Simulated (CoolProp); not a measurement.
Model: reference Helmholtz-energy equation of state, Tillner-Roth 1997, in CoolProp.

Problem. Give the vapour pressure (kPa), liquid density (kg/m³), vapour density (kg/m³), liquid cp (kJ/(kg K)) of saturated CH2F2 (R32) at -84.25 °C.

Solution. 
| T (°C) | p (kPa) | liquid density (kg/m³) | vapour density (kg/m³) | liquid cp (kJ/(kg K)) |
|---|---|---|---|---|
| -84.25 | 13.8 | 1300 | 0.461 | 1.56 |
